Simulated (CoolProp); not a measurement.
A single-stage vapour-compression cycle with the fluid: evaporating at 306.15 K (dew point), condensing at 339.15 K (bubble point), superheat 8 K, subcooling 0 K, compressor efficiency 0.7, no pressure losses. The same conditions are run with several fluids, on thermodynamics alone (safety and materials aside).

Computed with CoolProp (reference Helmholtz-energy equation of state of each fluid (dimethyl ether: Wu 2011; tetrahydrofuran: Fiedler 2023; neopentane: Lemmon 2006; R236EA: Rui 2013; n-butane: Bücker 2006; n-hexane: Thol 2019)).

| fluid | cooling COP | pressure ratio | discharge temperature (K) | refrigerating effect (kJ/kg) | volumetric capacity (kJ/m³) |
|---|---|---|---|---|---|
| dimethyl ether | 5.42 | 2.24 | 361.4 | 316 | 4700 |
| tetrahydrofuran | 5.96 | 3.34 | 368.1 | 389 | 330 |
| neopentane | 5.40 | 2.43 | 342.5 | 230 | 1500 |
| R236EA | 5.35 | 2.62 | 345.0 | 115 | 1970 |
| n-butane | 5.50 | 2.38 | 348.6 | 282 | 2120 |
| n-hexane | 5.72 | 3.29 | 344.7 | 296 | 281 |
